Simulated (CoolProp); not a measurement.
A single-stage vapour-compression cycle with tetrahydrofuran: evaporating at 290.15 K (dew point), condensing at 338.15 K (bubble point), superheat 2 K, subcooling 5 K, compressor efficiency 0.8, no pressure losses. Each further row changes one setting.

Values from CoolProp's reference Helmholtz-energy equation of state, Fiedler 2023.

```csv
case,cooling COP,pressure ratio,discharge temperature (K),refrigerating effect (kJ/kg),volumetric capacity (kJ/m³)
as stated,4.38,6.53,366.3,377,170
evaporating temperature 295.15 K,5.04,5.19,___,382,___
condensing temperature 333.15 K,4.95,5.53,359.9,386,174
subcooling 10 K,___,6.53,366.3,386,174
superheat 12 K,4.36,6.53,___,___,168
compressor efficiency 0.7,3.83,6.53,375.3,377,170
```

Q: Fill in the missing entries.

A: 
- evaporating temperature 295.15 K, discharge temperature (K): 362.5
- evaporating temperature 295.15 K, volumetric capacity (kJ/m³): 213
- subcooling 10 K, cooling COP: 4.48
- superheat 12 K, discharge temperature (K): 376.0
- superheat 12 K, refrigerating effect (kJ/kg): 388
